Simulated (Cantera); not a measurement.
A freely propagating, adiabatic, planar premixed flame of H₂ : O₂ : N₂ = 1 : 0.5 : 1.88 (molar parts), equivalence ratio 1.0, unburnt at 350 K and 100000 Pa; mixture-averaged transport, grid criteria slope 0.08 and curve 0.16, no radiation.

Computed with Cantera and the H2/O2 subset of GRI-Mech 3.0, which has no nitrogen chemistry. Burning velocities carry a grid error of a few per cent, more on coarse grids.

**Question.** What does this change do: H2 1 to 0.8 parts?

**Answer.** 
```csv
quantity,before,after
laminar burning velocity,297 cm/s,218 cm/s
thermal thickness,0.369 mm,0.358 mm
peak x(HO₂),0.000480,0.000451
peak x(H),0.0452,0.0266
peak x(H₂O₂),9.86e-5,8.73e-5
```

**Question.** What does this change do: O2 0.5 to 0.39 parts?

**Answer.** 
```tsv
quantity	before	after
laminar burning velocity	297 cm/s	277 cm/s
thermal thickness	0.369 mm	0.369 mm
peak x(HO₂)	0.000480	0.000416
peak x(H)	0.0452	0.0506
peak x(H₂O₂)	9.86e-5	8.96e-5
```
